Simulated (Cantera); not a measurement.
An adiabatic, constant-volume homogeneous reactor starts with CH4 : CO : O2 : N2 : CO2 = 1 : 0.45 : 2.53 : 27.8 : 4.4 (molar parts), equivalence ratio 0.88, at 1550 K and 2.80 bar.

Computed with Cantera and GRI-Mech 3.0 (53 species, 325 reactions).

x: mole fraction; the columns are a selection and need not sum to one.

```csv
t (s),T (K),P (bar),x CH4,x CO,x O2,x H2,x C2H6,x H2O
5.00e-6,1550,2.80,0.0276,0.0124,0.0699,[?],9.32e-11,2.36e-7
1.42e-5,1550,2.80,0.0276,0.0124,0.0699,[?],2.79e-9,9.86e-7
4.06e-5,1550,2.80,0.0276,0.0124,0.0699,[?],8.81e-8,4.87e-6
0.000116,1550,2.80,0.0276,0.0124,0.0699,[?],3.19e-6,3.24e-5
0.000329,1552,2.80,0.0271,0.0125,0.0697,[?],8.08e-5,0.000310
0.000937,2001,3.67,<1e-12,0.0321,0.0237,[?],<1e-12,0.0490
0.00267,2273,4.10,<1e-12,0.00750,0.0118,0.000474,<1e-12,0.0540
0.00760,2276,4.10,<1e-12,0.00715,0.0115,0.000452,<1e-12,0.0540
0.0216,2274,4.10,<1e-12,0.00717,0.0112,0.000453,<1e-12,0.0541
0.0616,2271,4.10,<1e-12,0.00720,0.0107,0.000457,<1e-12,0.0541
0.176,2269,4.09,<1e-12,0.00723,0.0103,0.000459,<1e-12,0.0541
0.500,2268,4.09,<1e-12,0.00723,0.0102,0.000460,<1e-12,0.0541
```

Q: Fill in the missing entries.

A: 
- 5.00e-6, x H2: 1.50e-7
- 1.42e-5, x H2: 4.91e-7
- 4.06e-5, x H2: 1.79e-6
- 0.000116, x H2: 9.17e-6
- 0.000329, x H2: 9.36e-5
- 0.000937, x H2: 0.00238
